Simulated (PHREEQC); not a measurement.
A solution holds 0.013 mol/kgw Cu(NO3)2 and 0.0062 mol/kgw FeCl3, at 25 °C. Closed to the air; pH follows from the charge balance.

The numbers come from PHREEQC with the ion-association model, phreeqc.dat.

This is a speciation only: nothing precipitates in the calculation.

Question: Predict the pH, ionic strength, density.

Answer: pH 2.49; ionic strength 0.0700 mol/kgw; density 1.000 g/cm³.

Question: In which forms is Cl present?

Answer: Cl- 96 %, FeCl+2 2.3 %, CuCl+ 1.4 % of the Cl.

Examples of supersaturated solids here: Hematite (slow to form), Goethite (slow to form). Others may be too.
